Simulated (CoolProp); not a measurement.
The fluoroketone C6F12O (FK-5-1-12) at 298.15 K and 13.1 MPa is throttled through a valve to 4.71 MPa with no heat exchange. Each further row changes one setting.

Model: reference Helmholtz-energy equation of state, McLinden 2015, in CoolProp.

| case | temperature change (K) | final density (kg/m³) |
|---|---|---|
| as stated | (withheld) | 1620 |
| outlet pressure 1.41 MPa | (withheld) | (withheld) |
| outlet pressure 6.12 MPa | (withheld) | 1620 |

### Question
Fill in the missing entries.

### Answer

- as stated, temperature change (K): +2.4
- outlet pressure 1.41 MPa, temperature change (K): +3.3
- outlet pressure 1.41 MPa, final density (kg/m³): 1600
- outlet pressure 6.12 MPa, temperature change (K): +2.1
